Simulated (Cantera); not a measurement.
What does this Cantera script print?

```python
import numpy as np
import cantera as ct

gas_names = """
    N NF3 N2
""".split()
cond_names = """
    PbF2(a) PbF2(b) PbF2(L) Pb(cr) Pb(L)
""".split()


# ... load() reads the species with a 1 bar reference pressure and builds the phases ...
species = {s.name: s for s in load("nasa_gas.yaml", gas_names) + load("nasa_condensed.yaml", cond_names)}
# Each term lists the table entries of one substance; the one whose range holds T is used.
reactions = {
    '2 N(g) + 3 PbF2 = 3 Pb + 2 NF3(g)':
        [(-2, ['N']), (-3, ['PbF2(a)', 'PbF2(b)', 'PbF2(L)']), (3, ['Pb(cr)', 'Pb(L)']), (2, ['NF3'])],
    '3 Pb + 2 NF3(g) = 3 PbF2 + N2(g)':
        [(-3, ['Pb(cr)', 'Pb(L)']), (-2, ['NF3']), (3, ['PbF2(a)', 'PbF2(b)', 'PbF2(L)']), (1, ['N2'])],
}


def pick(names, T):
    return next(species[n] for n in names if species[n].thermo.min_temp <= T <= species[n].thermo.max_temp)


results = []
for label, terms in reactions.items():
    print(label)
    print("     T/K   dH/kJ  dS/(J/K)   dG/kJ   log10 K")
    for T in [1325, 1425, 1525, 1625, 1725, 1825, 1925]:
        used = [(nu, pick(names, T)) for nu, names in terms]
        dH = sum(nu * s.thermo.h(T) for nu, s in used) / 1e6
        dS = sum(nu * s.thermo.s(T) for nu, s in used) / 1e3
        dG = dH - T * dS / 1e3
        logK = -dG * 1e6 / (ct.gas_constant * T * np.log(10))
        results.append((label, T, dH, dS, dG, logK, [s.name for _, s in used]))
        print(f"{T:8g} {dH:8.1f} {dS:8.1f} {dG:8.1f} {logK:8.2f}")
```

Output:

```
2 N(g) + 3 PbF2 = 3 Pb + 2 NF3(g)
     T/K   dH/kJ  dS/(J/K)   dG/kJ   log10 K
    1325    686.5    -93.1    809.8   -31.92
    1425    674.8   -101.6    819.5   -30.04
    1525    663.1   -109.5    830.1   -28.43
    1625    651.6   -116.8    841.4   -27.05
    1725    640.2   -123.6    853.4   -25.84
    1825    628.9   -130.0    866.1   -24.79
    1925    617.6   -136.0    879.4   -23.86
3 Pb + 2 NF3(g) = 3 PbF2 + N2(g)
     T/K   dH/kJ  dS/(J/K)   dG/kJ   log10 K
    1325  -1642.2    -38.0  -1591.9    62.75
    1425  -1631.2    -30.0  -1588.5    58.23
    1525  -1620.3    -22.6  -1585.8    54.32
    1625  -1609.4    -15.7  -1583.9    50.91
    1725  -1598.6     -9.2  -1582.7    47.92
    1825  -1587.9     -3.2  -1582.1    45.28
    1925  -1577.3      2.5  -1582.0    42.93
```

Standard-state values (1 bar) from the NASA 1993 polynomials, evaluated with Cantera. Condensed species are held in their standard states even where they would react or evaporate.
